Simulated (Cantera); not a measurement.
A perfectly stirred reactor is fed with 6.00 % CH₄, 19.4 % O₂, 72.5 % N₂, 2.10 % H₂O, equivalence ratio 0.62, at 5.00 bar; it is adiabatic with a 700 K inlet, and is followed from long to short residence time, starting on the burning branch (τ in s: 0.49, 0.2, 0.086, 0.036, 0.015, 0.0064, 0.0027, 0.0011, 0.00047, 0.0002, 8.3e-05, 3.5e-05).

Model: GRI-Mech 3.0 (53 species, 325 reactions), integrated in Cantera.

Question: Predict: blow-out, bracketed by the residence times tried; x(CH₄) at τ = 0.490 s; x(O₂) at τ = 0.490 s; x(H₂O) at τ = 0.490 s; x(O) at τ = 0.490 s; x(CH₄) at τ = 2.70 ms; x(O₂) at τ = 2.70 ms; x(H₂O) at τ = 2.70 ms; x(O) at τ = 2.70 ms.

Answer: 
```
Property                                                                       Value
------------------------------------------------  ----------------------------------
blow-out, bracketed by the residence times tried  burning at 83.0 µs, out at 35.0 µs
x(CH₄) at τ = 0.490 s                                                        4.47e-7
x(O₂) at τ = 0.490 s                                                          0.0731
x(H₂O) at τ = 0.490 s                                                          0.140
x(O) at τ = 0.490 s                                                          7.42e-5
x(CH₄) at τ = 2.70 ms                                                        4.06e-5
x(O₂) at τ = 2.70 ms                                                          0.0738
x(H₂O) at τ = 2.70 ms                                                          0.139
x(O) at τ = 2.70 ms                                                         0.000239
```
